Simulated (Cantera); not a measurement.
Input (Python, Cantera) and output of one run.

```python
import numpy as np
import cantera as ct

gas_names = """
    B BH BH2 BH3 BN BO BO2 B2 B2O B2O2 B2O3 B3O3H3 H HBO HBO2 HNO HNO2 HNO3 HO2 H2 H2O H2O2 H3B3O6 N NH
    NH2 NH3 NH2OH NO NO2 NO3 N2 N2H2 N2H4 N2O O OH O2 O3
""".split()
cond_names = """
    B(b) B(L) BN(s) B2O3(L) B3O3H3(cr) H2O(s) H2O(L)
""".split()


# ... load() reads the species with a 1 bar reference pressure and builds the phases ...
atoms = {
    'B2O3': {'B': 2, 'O': 3},
    'H2O': {'H': 2, 'O': 1},
    'N2': {'N': 2},
}
top_T = {'BN(s)': 3200}  # K; cautious upper limits of use, not melting points


# ... equilibrate(T, P, feed) seeds the gas with the atoms and calls Mixture.equilibrate('TP', solver="vcs", rtol=1e-11, max_steps=5000) ...
results = []
feed = {'B2O3': 1, 'H2O': 14, 'N2': 32}  # mol
T = 1423.15  # K
P = 73000  # Pa
mix = equilibrate(T, P, feed)
results.append((T, P, feed, dict(zip(mix.species_names, mix.species_moles))))
x = sorted(zip(gas.X, gas.species_names), reverse=True)
print(f"T = {T:g} K  P = {P:g} Pa  gas = {mix.phase_moles(0):.4g} mol")
print("   x: " + "  ".join(f"{s} {v:.3e}" for v, s in x if v > 1e-05))
print("   condensed (mol): " + ("  ".join(f"{mix.phase(i).name} {mix.phase_moles(i):.4g}"
      for i in range(1, mix.n_phases) if mix.phase_moles(i) > 1e-12) or "none"))
```

It prints:

```
T = 1423.15 K  P = 73000 Pa  gas = 46.16 mol
   x: N2 6.933e-01  H2O 2.983e-01  HBO2 7.546e-03  H3B3O6 7.912e-04  H2 5.044e-05  O2 1.966e-05
   condensed (mol): B2O3(L) 0.7708
```

These are equilibrium values from Cantera (NASA tables, ideal gas, pure condensed phases), not measurements of a reactor. Gases not in the tables: H3BO3.
